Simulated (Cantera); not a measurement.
Input (Python, Cantera):

```python
import numpy as np
import cantera as ct

gas = ct.Solution("gri30.yaml")
gas.TPX = 1100, 100000, {'CH4': 1, 'O2': 1, 'N2': 3.76}
reactor = ct.IdealGasConstPressureReactor(gas, energy="on", clone=False)
net = ct.ReactorNet([reactor])
net.rtol, net.atol = 1e-08, 1e-16
show = ['CH4', 'O2', 'C2H4', 'H2', 'HCO', 'C2H2']
times = np.geomspace(2e-06, 0.8, 11)

steps = ct.SolutionArray(gas, extra=["t"])
rows = []
print(f"{'t/s':>10s}{'T/K':>9s}{'P/Pa':>11s}" + "".join(f"{s:>11s}" for s in show))
for t in times:
    while net.time < t:
        t_next = net.step()
        steps.append(gas.state, t=t_next)
    rows.append([np.interp(t, steps.t, y) for y in (steps.T, steps.P, *steps(*show).X.T)])
    print(f"{t:10.3e}{rows[-1][0]:9.1f}{rows[-1][1]:11.4g}" + "".join(f"{x:11.3e}" for x in rows[-1][2:]))
rate = np.gradient(steps.T, steps.t)
print("integrator steps:", len(steps.t))
if steps.T.max() > steps.T[0] + 200:
    print(f"time of steepest temperature rise: {steps.t[rate.argmax()]:.4e} s")
gas.TPX = 1100, 100000, {'CH4': 1, 'O2': 1, 'N2': 3.76}
gas.equilibrate("HP")
print(f"equilibrium (HP): T = {gas.T:.1f} K  " + "  ".join(f"{s} {gas[s].X[0]:.3e}" for s in show))
```

Result:

```
       t/s      T/K       P/Pa        CH4         O2       C2H4         H2        HCO       C2H2
 2.000e-06   1100.0      1e+05  1.736e-01  1.736e-01  1.362e-20  4.957e-13  1.435e-20  3.386e-30
 7.265e-06   1100.0      1e+05  1.736e-01  1.736e-01  1.783e-18  2.808e-12  2.026e-19  1.616e-27
 2.639e-05   1100.0      1e+05  1.736e-01  1.736e-01  1.611e-16  1.305e-11  2.746e-18  5.722e-25
 9.586e-05   1100.0      1e+05  1.736e-01  1.736e-01  1.020e-14  7.373e-11  3.750e-17  1.429e-22
 3.482e-04   1100.0      1e+05  1.736e-01  1.736e-01  5.837e-13  6.763e-10  5.465e-16  3.248e-20
 1.265e-03   1100.0      1e+05  1.736e-01  1.736e-01  4.420e-11  1.192e-08  1.054e-14  1.219e-17
 4.595e-03   1100.0      1e+05  1.736e-01  1.736e-01  5.319e-09  3.148e-07  3.630e-13  1.549e-14
 1.669e-02   1100.1      1e+05  1.736e-01  1.736e-01  9.892e-08  2.875e-06  3.759e-12  2.597e-12
 6.063e-02   1100.8      1e+05  1.734e-01  1.735e-01  9.866e-07  2.151e-05  2.463e-11  1.195e-10
 2.202e-01   1113.3      1e+05  1.709e-01  1.716e-01  5.597e-05  5.653e-04  6.473e-10  4.043e-08
 8.000e-01   2188.9      1e+05  6.283e-11  6.884e-07  1.413e-17  1.658e-01  6.691e-08  3.331e-14
integrator steps: 2468
time of steepest temperature rise: 3.0556e-01 s
equilibrium (HP): T = 2188.9 K  CH4 7.162e-11  O2 6.884e-07  C2H4 1.599e-17  H2 1.658e-01  HCO 6.692e-08  C2H2 3.770e-14
```

Computed with Cantera and GRI-Mech 3.0 (53 species, 325 reactions).
